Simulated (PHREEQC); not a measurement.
**City or well water**

Model water analysis in mg/L, 20 °C, pH 8.38, pe 11.9:

```tsv
constituent	mg/L
Na	11.7
K	0.0307
Ca	16.7
Mg	0.113
Cl	8.65
S(6) as SO4	20.1
Alkalinity as HCO3	28.7
Br	1.4
```

Valence states are taken as typed.

Equilibrium calculation in PHREEQC: ion-association model, phreeqc.dat.

```
Item                            Value
--------------------  ---------------
ionic strength        0.00184 mol/kgw
specific conductance        124 µS/cm
charge-balance error            8.2 %
```

| species | molality | activity | log γ |
|---|---|---|---|
| Na+ | 0.000508 | 0.000485 | -0.020 |
| HCO3- | 0.000452 | 0.000431 | -0.020 |
| Ca+2 | 0.000403 | 0.000335 | -0.081 |
| Cl- | 0.000244 | 0.000233 | -0.021 |
| SO4-2 | 0.000199 | 0.000165 | -0.081 |
| Br- | 1.75e-5 | 1.67e-5 | -0.021 |
| CaSO4 | 9.47e-6 | 9.47e-6 | 0.000 |
| CO3-2 | 5.24e-6 | 4.36e-6 | -0.081 |
| Mg+2 | 4.49e-6 | 3.73e-6 | -0.080 |
| CO2 | 4.33e-6 | 4.33e-6 | 0.000 |
| CaCO3 | 2.24e-6 | 2.24e-6 | 0.000 |
| CaHCO3+ | 1.77e-6 | 1.69e-6 | -0.020 |

This is a speciation only: nothing precipitates in the calculation.
